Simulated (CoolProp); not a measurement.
A simple Rankine cycle with carbonyl sulfide: condensing at 322.15 K, boiler at 4.68 MPa, turbine inlet 400.8 K, turbine efficiency 0.7, pump efficiency 0.6, no recuperator. Each further row changes one setting.

Values from CoolProp's reference Helmholtz-energy equation of state, Lemmon 2006. It is a short technical equation, of lower accuracy than the large ones.

```json
[
 {"case": "as stated", "thermal efficiency (%)": "___", "net work (kJ/kg)": "16.2", "heat in (kJ/kg)": "257", "turbine exit temperature (K)": "348.3", "volume ratio over the turbine": "2.00"},
 {"case": "turbine inlet 420.8 K", "thermal efficiency (%)": "6.6", "net work (kJ/kg)": "18.5", "heat in (kJ/kg)": "279", "turbine exit temperature (K)": "___", "volume ratio over the turbine": "___"},
 {"case": "condensing temperature 314.15 K", "thermal efficiency (%)": "7.5", "net work (kJ/kg)": "20.3", "heat in (kJ/kg)": "___", "turbine exit temperature (K)": "___", "volume ratio over the turbine": "2.36"},
 {"case": "boiler pressure 3.28 MPa", "thermal efficiency (%)": "___", "net work (kJ/kg)": "10.4", "heat in (kJ/kg)": "___", "turbine exit temperature (K)": "375.1", "volume ratio over the turbine": "1.43"},
 {"case": "turbine efficiency 0.6", "thermal efficiency (%)": "5.2", "net work (kJ/kg)": "13.3", "heat in (kJ/kg)": "257", "turbine exit temperature (K)": "351.4", "volume ratio over the turbine": "___"}
]
```

Problem. Some entries are withheld; supply them.

Solution. 
- as stated, thermal efficiency (%): 6.3
- turbine inlet 420.8 K, turbine exit temperature (K): 369.2
- turbine inlet 420.8 K, volume ratio over the turbine: 1.99
- condensing temperature 314.15 K, heat in (kJ/kg): 269
- condensing temperature 314.15 K, turbine exit temperature (K): 337.7
- boiler pressure 3.28 MPa, thermal efficiency (%): 3.8
- boiler pressure 3.28 MPa, heat in (kJ/kg): 276
- turbine efficiency 0.6, volume ratio over the turbine: 2.04
